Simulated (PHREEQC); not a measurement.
**Acid rinse or clean (model solution)**

Make-up at 20 °C: 0.14 mol HCl, 0.0049 mol CuSO4 and 0.0042 mol MnSO4 per kg of water. Closed to the air; pH follows from the charge balance.

The numbers come from PHREEQC with the ion-association model, phreeqc.dat.

Each row changes one thing in this solution. This is a speciation only: nothing precipitates in the calculation.

```tsv
case	pH	ionic strength (mol/kgw)	HSO4- (mol/kgw)	SO4-2 (mol/kgw)
as made	0.97	0.159	0.00705	0.00178
0.02 mol/kgw Ca(OH)2 added	1.12	0.177	0.00562	0.00209
CuSO4 left out	0.96	0.148	(withheld)	0.000803
MnSO4 from 0.0042 to 0.0084 mol/kgw	0.98	0.167	0.0101	0.00265
MnSO4 replaced by Na2SO4 at the same molality	0.97	0.156	(withheld)	0.00179
diluted 2-fold with water	1.25	0.0806	0.00313	0.00127
HCl from 0.14 to 0.126 mol/kgw	1.01	0.145	0.00691	0.00189
```

Q: What belongs in the gaps?

A: 
- CuSO4 left out, HSO4- (mol/kgw): 0.00335
- MnSO4 replaced by Na2SO4 at the same molality, HSO4- (mol/kgw): 0.00712

Species that the database lacks are ignored.
